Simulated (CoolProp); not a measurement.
Saturation properties of n-dodecane.

Model: reference Helmholtz-energy equation of state, Lemmon 2004, in CoolProp. It is a short technical equation, of lower accuracy than the large ones.

```
T (°C)  p (kPa)  enthalpy of vaporisation (kJ/kg)  vapour Z  liquid conductivity (mW/(m K))
------  -------  --------------------------------  --------  ------------------------------
101.55    2.180                             319.7    0.9958                             118
125.25    6.088                             307.3    0.9909                             113
148.95    14.70                             294.7    0.9823                             108
172.65    31.55                             281.8    0.9690                             104
196.35    61.48                             268.3    0.9496                            99.0
220.05    110.7                             253.8    0.9231                            94.4
243.75    186.8                             238.0    0.8883                            89.8
267.45    298.5                             220.5    0.8441                            85.3
291.15    456.1                             200.6    0.7889                            80.9
314.85    671.5                             177.4    0.7206                            76.6
338.45    957.9                             149.1    0.6354                            72.6
```

It boils at 216.3 °C under 1 atm.

Thermal conductivity comes from a separate model (Huber 2004).
